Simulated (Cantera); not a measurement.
Mixture: CH4 : O2 : N2 = 1 : 1.05 : 4.74 (molar parts), equivalence ratio 1.9, at 1.01 bar, adiabatic and at constant pressure. Ignition delay is the time to a rise of 400 K.

Computed with Cantera and GRI-Mech 3.0 (53 species, 325 reactions).

Q: Predict: delay at 1223 K; delay at 1373 K; delay at 1523 K; delay at 1673 K; apparent activation energy between 1598 and 1748 K.

A: 
```json
{
 "delay at 1223 K": "55.4 ms",
 "delay at 1373 K": "7.78 ms",
 "delay at 1523 K": "1.41 ms",
 "delay at 1673 K": "0.348 ms",
 "apparent activation energy between 1598 and 1748 K": "190 kJ/mol"
}
```
